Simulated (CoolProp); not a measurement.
Vapour-liquid equilibrium of methanol (1) + acetone (2) at 153.35 °C; x and y are mole fractions of (1).

The numbers come from the multi-fluid Helmholtz-energy mixture model, de Reuck 1993 and Lemmon 2006; pair parameters Bell 2016 in CoolProp.

| x | bubble pressure, mixture model (kPa) | bubble pressure, Raoult's law (kPa) | y, mixture model | y, Raoult's law |
|---|---|---|---|---|
| 0.05 | 1258 | 1234 | 0.071 | 0.061 |
| 0.15 | 1328 | 1263 | 0.197 | 0.179 |
| 0.25 | 1388 | 1292 | 0.307 | 0.292 |
| 0.35 | 1438 | 1321 | 0.407 | 0.400 |
| 0.45 | 1478 | 1350 | 0.498 | 0.503 |
| 0.55 | 1508 | 1378 | 0.585 | 0.602 |
| 0.65 | 1528 | 1407 | 0.669 | 0.697 |
| 0.75 | 1538 | 1436 | 0.755 | 0.788 |
| 0.85 | 1537 | 1465 | 0.845 | 0.875 |
| 0.95 | 1522 | 1494 | 0.945 | 0.959 |

The largest gap from Raoult's law is +9.5 % in bubble pressure, at x = 0.45. y crosses x between x = 0.75 and 0.85: the model has an azeotrope there.

The pair parameters rest on a limited set of measurements; away from them the model extrapolates.
